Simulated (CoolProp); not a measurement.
Vapour-liquid equilibrium of nitrogen (1) + oxygen (2) at 114.2 K; x and y are mole fractions of (1).

The numbers come from the multi-fluid Helmholtz-energy mixture model, Span 2000 and Schmidt 1985; pair parameters Gernert 2013 in CoolProp.

```json
[
 {"x": "0.05", "bubble pressure, mixture model (bar)": "7.801", "bubble pressure, Raoult's law (bar)": "7.750", "y, mixture model": "0.113", "y, Raoult's law": "0.120"},
 {"x": "0.2", "bubble pressure, mixture model (bar)": "9.544", "bubble pressure, Raoult's law (bar)": "9.456", "y, mixture model": "0.361", "y, Raoult's law": "0.392"},
 {"x": "0.35", "bubble pressure, mixture model (bar)": "11.18", "bubble pressure, Raoult's law (bar)": "11.16", "y, mixture model": "0.532", "y, Raoult's law": "0.582"},
 {"x": "0.5", "bubble pressure, mixture model (bar)": "12.79", "bubble pressure, Raoult's law (bar)": "12.87", "y, mixture model": "0.665", "y, Raoult's law": "0.721"},
 {"x": "0.65", "bubble pressure, mixture model (bar)": "14.41", "bubble pressure, Raoult's law (bar)": "14.57", "y, mixture model": "0.778", "y, Raoult's law": "0.828"},
 {"x": "0.8", "bubble pressure, mixture model (bar)": "16.10", "bubble pressure, Raoult's law (bar)": "16.28", "y, mixture model": "0.877", "y, Raoult's law": "0.912"},
 {"x": "0.95", "bubble pressure, mixture model (bar)": "17.91", "bubble pressure, Raoult's law (bar)": "17.98", "y, mixture model": "0.970", "y, Raoult's law": "0.980"}
]
```

The largest gap from Raoult's law is -1.1 % in bubble pressure, at x = 0.65. No azeotrope shows between x = 0.05 and 0.95.

The pair parameters rest on a limited set of measurements; away from them the model extrapolates. The gap from Raoult's law changes sign with composition, which may be real or a fault of the pair parameters; it wasn't checked against measurements.
